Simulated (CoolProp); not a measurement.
A single-stage vapour-compression cycle with CH3F (R41): evaporating at 197.15 K (dew point), condensing at 221.15 K (bubble point), superheat 2 K, subcooling 2 K, compressor efficiency 0.75, no pressure losses. Each further row changes one setting.

Computed with CoolProp (reference Helmholtz-energy equation of state, Lemmon 2006). It is a short technical equation, of lower accuracy than the large ones.

```tsv
case	cooling COP	pressure ratio	discharge temperature (K)	refrigerating effect (kJ/kg)	volumetric capacity (kJ/m³)
as stated	5.47	3.11	277.1	441	1090
evaporating temperature 202.15 K	7.28	2.39	263.3	444	1400
condensing temperature 216.15 K	7.09	2.51	260.9	451	1120
subcooling 7 K	5.61	3.11	277.1	451	1120
superheat 12 K	5.30	3.11	291.5	452	1060
compressor efficiency 0.65	4.74	3.11	287.8	441	1090
```
